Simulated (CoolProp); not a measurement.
Vapour-liquid equilibrium of C2F6 (R116) (1) + R22 (2) at 254.2 K; x and y are mole fractions of (1).

Computed with CoolProp (multi-fluid Helmholtz-energy mixture model, Lemmon 2006 and Kamei 1995; pair parameters Bell 2016).

```
x     bubble pressure, mixture model (MPa)  bubble pressure, Raoult's law (MPa)  y, mixture model  y, Raoult's law
----  ------------------------------------  -----------------------------------  ----------------  ---------------
0.05                                     …                               0.2967                 …            0.182
0.2                                 0.7095                               0.4205                 …            0.514
0.35                                0.8344                               0.5443             0.724            0.695
0.5                                      …                               0.6681                 …            0.809
0.65                                     …                               0.7919             0.804            0.887
0.8                                      …                               0.9157             0.864            0.944
0.95                                 1.072                                1.040             0.958            0.988
```

Question: Some entries are withheld; supply them.

Answer: 
- 0.05, bubble pressure, mixture model (MPa): 0.4217
- 0.05, y, mixture model: 0.397
- 0.2, y, mixture model: 0.657
- 0.5, bubble pressure, mixture model (MPa): 0.9062
- 0.5, y, mixture model: 0.763
- 0.65, bubble pressure, mixture model (MPa): 0.9671
- 0.8, bubble pressure, mixture model (MPa): 1.026

The largest gap from Raoult's law is +68.7 % in bubble pressure, at x = 0.2. No azeotrope shows between x = 0.05 and 0.95.

Pair parameters are fitted to limited data, so mixtures are less certain than the pure fluids. With so large a gap from Raoult's law the liquid may split in two, which this calculation doesn't test in full.
